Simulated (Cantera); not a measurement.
Standard-state values (1 bar) from the NASA 1993 polynomials, evaluated with Cantera. Values are per mole of reaction as written; species without (g) are pure solids or liquids, kept so even where they would boil at 1 bar.

4 Ta + 5 CO2(g) = 5 C + 2 Ta2O5

```csv
T (K),ΔH° (kJ),ΔS° (J/K),ΔG° (kJ),log10 K,condensed phases
1348,-2044.5,-817.7,-942.2,36.51,"Ta(s), C(graphite), Ta2O5(s)"
1448,___,___,___,___,"Ta(s), C(graphite), Ta2O5(s)"
1548,-2025.5,-804.6,-780.0,26.32,"Ta(s), C(graphite), Ta2O5(s)"
1648,-2016.0,-798.6,-699.9,22.18,"Ta(s), C(graphite), Ta2O5(s)"
1748,-2006.4,-793.0,-620.3,18.54,"Ta(s), C(graphite), Ta2O5(s)"
1848,-1996.8,-787.6,-541.3,15.30,"Ta(s), C(graphite), Ta2O5(s)"
1948,-1987.2,-782.6,-462.7,12.41,"Ta(s), C(graphite), Ta2O5(s)"
2048,-1977.7,-777.8,-384.7,9.81,"Ta(s), C(graphite), Ta2O5(s)"
2148,-1720.2,-652.9,-317.8,7.73,"Ta(s), C(graphite), Ta2O5(l)"
2248,___,___,___,___,"Ta(s), C(graphite), Ta2O5(l)"
2348,-1684.6,-637.0,-188.9,4.20,"Ta(s), C(graphite), Ta2O5(l)"
```

**Question.** Some entries are withheld; supply them.

**Answer.** 
- 1448, ΔH° (kJ): -2035.1
- 1448, ΔS° (J/K): -811.0
- 1448, ΔG° (kJ): -860.8
- 1448, log10 K: 31.05
- 2248, ΔH° (kJ): -1702.2
- 2248, ΔS° (J/K): -644.7
- 2248, ΔG° (kJ): -253.0
- 2248, log10 K: 5.88
